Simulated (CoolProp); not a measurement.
Vapour-liquid equilibrium of propane (1) + R236EA (2) at 0.196 MPa; x and y are mole fractions of (1).

Values from CoolProp's multi-fluid Helmholtz-energy mixture model, Lemmon 2009 and Rui 2013; pair parameters Bell 2016.

| x | bubble temperature (K) | y at the bubble point | dew temperature at overall composition x (K) | liquid density (mol/L) |
|---|---|---|---|---|
| 0.05 | 279.7 | 0.482 | 295.3 | 9.814 |
| 0.2 | 255.7 | 0.840 | 290.6 | 10.50 |
| 0.35 | 250.4 | 0.885 | 285.3 | 10.86 |
| 0.5 | 249.5 | 0.892 | 278.9 | 11.16 |
| 0.65 | 249.2 | 0.895 | 270.9 | 11.51 |
| 0.8 | 248.5 | 0.910 | 259.6 | 11.96 |
| 0.95 | 247.4 | 0.963 | 247.6 | 12.53 |

No azeotrope shows between x = 0.05 and 0.95.

The pair parameters rest on a limited set of measurements; away from them the model extrapolates. With so large a gap from Raoult's law the liquid may split in two, which this calculation doesn't test in full.
